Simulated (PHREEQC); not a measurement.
Solution (85 °C): 0.0017 mol HCl, 0.23 mol NiSO4 and 3.8e-05 mol MgSO4 per kg of water. Closed to the air; pH follows from the charge balance.

The numbers come from PHREEQC with the ion-association model, wateq4f.dat.

| quantity | before | after |
|---|---|---|
| ionic strength (mol/kgw) | 0.408 | 0.230 |
| NiSO4 (mol/kgw) | 0.127 | 0.0573 |
| Ni+2 (mol/kgw) | 0.102 | 0.0576 |
| SO4-2 (mol/kgw) | 0.101 | 0.0568 |
| SI of Morenosite (NiSO4:7H2O) | -1.35 | -1.71 |

**Question.** Which change was made?
A) NiSO4 from 0.23 to 0.115 mol/kgw
B) diluted 2-fold with water
C) 0.16 mol/kgw H3PO4 added
D) MgSO4 left out

**Answer.** B, diluted 2-fold with water

Precipitation was switched off in this run. At this temperature some constants are extrapolated from 25 °C, and those without enthalpy data are left unchanged.
